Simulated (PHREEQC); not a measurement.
0.12 g of hydrous ferric oxide (600 m²/g; 0.2 weak and 0.005 strong sites per Fe, Dzombak-Morel constants, diffuse double layer) in 1 kg of water with 0.001 mol/kgw of an inert sodium salt and 0.00078 mol NaH2PO4 and 0.00017 mol ZnCl2, at 25 °C; the pH is set by adding NaOH or the inert anion's acid. Oxygen is held at 0.21 atm. The system is closed to CO2. No solid was allowed to form.

Base run: PHREEQC, ion-association model, wateq4f.dat. Each further column changes one thing. The table gives Zn sorbed (%).

```csv
pH,base,no electrostatic term (-no_edl),background salt from 0.001 to 0.0001 mol/kgw,oxide from 0.12 to 0.6 g/kgw
4,0.0,0.0,0.0,0.1
4.75,0.7,0.7,0.7,3.3
5.12,2.2,2.2,2.2,10.3
5.88,4.8,4.1,4.9,28.2
6.25,9.9,4.8,10.1,51.5
7,52.8,11.2,53.3,95.9
7.75,84.7,38.3,84.8,99.9
8.12,92.7,54.3,92.8,100.0
8.88,97.8,57.3,97.8,100.0
9.25,97.3,44.9,97.4,100.0
10,91.6,17.7,91.8,100.0
```

In at least one series the solution becomes supersaturated in solids that the run did not let form, among them Zincite(c), Zn3(PO4)2:4w. H3PO4, which wateq4f.dat lacks, is added to it with the constant of phreeqc.dat. The database has no phosphate complexes of Zn.
